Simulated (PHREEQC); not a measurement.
A made-up water analysis in mg/L, 18 °C, pH 3.14, pe 12.9: Na 426; K 942; Ca 744; Mg 51.9; Cl 1040; S(6) as SO4 2710; Zn 16.8; B 3; Li 0.0717.

Valence states are taken as typed.

Equilibrium calculation in PHREEQC: ion-association model, phreeqc.dat.

Q: The ionic strength comes out as 0.104 mol/kgw. What activity coefficients do Zn+2, Na+, SO4-2, KSO4-, ZnCl+ get?

A: Zn+2 0.37, Na+ 0.79, SO4-2 0.37, KSO4- 0.79, ZnCl+ 0.77.

This is a speciation only: nothing precipitates in the calculation. Examples of supersaturated solids here: Gypsum. Others may be too.
